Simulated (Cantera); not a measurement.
Charge: 1 mol SiCl4, 4.6 mol H2, 1.3 mol Cl2, at 1123.15 K and 13300 Pa.

These are equilibrium values from Cantera (NASA tables, ideal gas, pure condensed phases), not measurements of a reactor. Candidate condensed phases: Si; 19 gas species. The tables' values for SiCl3 are old estimates; treat these amounts as uncertain. The numbers say what is thermodynamically allowed, not how fast it happens.

Base state: H2 0.475, HCl 0.381, SiCl4 0.141, SiHCl3 0.00302, SiCl3 0.000852, SiCl2 6.39e-5 (mole fractions); condensed: gas only.

### Question
What changes in the equilibrium state with this change: Cl2 from 1.3 to 0.86 mol?

### Answer
```json
[
 {"species": "H2", "before": "0.475", "after": "0.572"},
 {"species": "HCl", "before": "0.381", "after": "0.273"},
 {"species": "SiCl4", "before": "0.141", "after": "0.148"},
 {"species": "SiH2Cl2", "before": "7.90e-6", "after": "2.34e-5"},
 {"species": "SiCl2", "before": "6.39e-5", "after": "0.000157"}
]
```
